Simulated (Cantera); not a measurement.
An isothermal, constant-pressure homogeneous reactor starts with H₂ : O₂ : N₂ = 1.6 : 1 : 0.64 (molar parts), at 1025 K and 100.0 Torr.

Computed with Cantera and the H2/O2 subset of GRI-Mech 3.0, which has no nitrogen chemistry. Radical loss at walls, strong at low pressure, is not modelled. The temperature is held fixed by assumption; the heat of reaction is taken as removed at once.

One state of this run: x H₂ = 2.31e-5; x O₂ = 0.0820; x H = 1.74e-8; x HO₂ = 7.05e-7; x O = 5.96e-8. x: mole fraction; the columns are a selection and need not sum to one.

Question: Which value of t (s) does it belong to?
(A) 0.000460
(B) 0.156
(C) 0.823
(D) 0.00558

Answer: B, 0.156
